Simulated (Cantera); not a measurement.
Charge: 1 mol CF4, 0.012 mol F2, at 1775 K and 51.0 mbar.

Cantera equilibrium calculation (NASA polynomials, part measured and part estimated; ideal gas, pure solids and liquids). Candidate condensed phases: C; 13 gas species. Gases not in the tables: C2F6 and larger saturated fluorocarbons. Rates play no part.

Base state: CF4 0.976, F 0.0235, CF3 4.28e-5 (mole fractions); condensed: gas only.

What changes in the equilibrium state with this change: temperature from 1775 K to 2123 K?


| species | before | after |
|---|---|---|
| CF4 | 0.976 | 0.900 |
| F | 0.0235 | 0.0723 |
| CF2 | 9.38e-6 | 0.0224 |
| CF | <1e-9 | 1.99e-5 |
| CF3 | 4.28e-5 | 0.00528 |
